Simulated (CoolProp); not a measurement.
Properties of R11 along the isotherm 385.2 K (Tc = 471.1 K, pc = 4.408 MPa, ω = 0.189).

The numbers come from the reference Helmholtz-energy equation of state, Jacobsen 1992 in CoolProp.

```json
[
 {"p (MPa)": "2.94", "phase": "liquid", "Z": "0.1008", "cp (kJ/(kg K))": "0.9986", "Joule-Thomson coefficient (K/MPa)": "-0.002240", "Prandtl number": "3.17", "fugacity coefficient": "0.3248"},
 {"p (MPa)": "5.88", "phase": "liquid", "Z": "0.1985", "cp (kJ/(kg K))": "0.9754", "Joule-Thomson coefficient (K/MPa)": "-0.08210", "Prandtl number": "3.19", "fugacity coefficient": "0.1795"},
 {"p (MPa)": "8.82", "phase": "liquid", "Z": "0.2939", "cp (kJ/(kg K))": "0.9580", "Joule-Thomson coefficient (K/MPa)": "-0.1420", "Prandtl number": "3.21", "fugacity coefficient": "0.1320"},
 {"p (MPa)": "11.8", "phase": "liquid", "Z": "0.3886", "cp (kJ/(kg K))": "0.9442", "Joule-Thomson coefficient (K/MPa)": "-0.1897", "Prandtl number": "3.24", "fugacity coefficient": "0.1089"},
 {"p (MPa)": "14.7", "phase": "liquid", "Z": "___", "cp (kJ/(kg K))": "0.9333", "Joule-Thomson coefficient (K/MPa)": "-0.2275", "Prandtl number": "___", "fugacity coefficient": "0.09616"},
 {"p (MPa)": "17.6", "phase": "liquid", "Z": "0.5683", "cp (kJ/(kg K))": "0.9242", "Joule-Thomson coefficient (K/MPa)": "-0.2590", "Prandtl number": "3.30", "fugacity coefficient": "0.08824"},
 {"p (MPa)": "20.6", "phase": "liquid", "Z": "0.6593", "cp (kJ/(kg K))": "0.9162", "Joule-Thomson coefficient (K/MPa)": "___", "Prandtl number": "3.34", "fugacity coefficient": "0.08302"},
 {"p (MPa)": "23.5", "phase": "liquid", "Z": "0.7461", "cp (kJ/(kg K))": "0.9095", "Joule-Thomson coefficient (K/MPa)": "-0.3098", "Prandtl number": "3.37", "fugacity coefficient": "0.07982"},
 {"p (MPa)": "26.4", "phase": "liquid", "Z": "0.8320", "cp (kJ/(kg K))": "0.9036", "Joule-Thomson coefficient (K/MPa)": "-0.3299", "Prandtl number": "3.41", "fugacity coefficient": "0.07788"},
 {"p (MPa)": "29.4", "phase": "liquid", "Z": "0.9199", "cp (kJ/(kg K))": "0.8983", "Joule-Thomson coefficient (K/MPa)": "-0.3483", "Prandtl number": "3.45", "fugacity coefficient": "0.07684"},
 {"p (MPa)": "32.3", "phase": "liquid", "Z": "1.004", "cp (kJ/(kg K))": "0.8937", "Joule-Thomson coefficient (K/MPa)": "-0.3640", "Prandtl number": "3.49", "fugacity coefficient": "0.07656"},
 {"p (MPa)": "35.3", "phase": "liquid", "Z": "1.090", "cp (kJ/(kg K))": "0.8894", "Joule-Thomson coefficient (K/MPa)": "___", "Prandtl number": "3.54", "fugacity coefficient": "___"},
 {"p (MPa)": "38.2", "phase": "liquid", "Z": "1.173", "cp (kJ/(kg K))": "0.8857", "Joule-Thomson coefficient (K/MPa)": "-0.3913", "Prandtl number": "3.58", "fugacity coefficient": "0.07768"},
 {"p (MPa)": "41.1", "phase": "liquid", "Z": "1.255", "cp (kJ/(kg K))": "0.8824", "Joule-Thomson coefficient (K/MPa)": "-0.4028", "Prandtl number": "3.62", "fugacity coefficient": "0.07890"},
 {"p (MPa)": "44.1", "phase": "liquid", "Z": "1.339", "cp (kJ/(kg K))": "0.8792", "Joule-Thomson coefficient (K/MPa)": "-0.4137", "Prandtl number": "3.67", "fugacity coefficient": "0.08057"}
]
```

Question: What belongs in the gaps?

Answer: 
- 14.7, Z: 0.4791
- 14.7, Prandtl number: 3.27
- 20.6, Joule-Thomson coefficient (K/MPa): -0.2867
- 35.3, Joule-Thomson coefficient (K/MPa): -0.3786
- 35.3, fugacity coefficient: 0.07688

Viscosity comes from a separate model (Klein 1997), an estimate that may be off by 10 % or more. Thermal conductivity comes from a separate model (McLinden 2000), an estimate that may be off by 10 % or more.
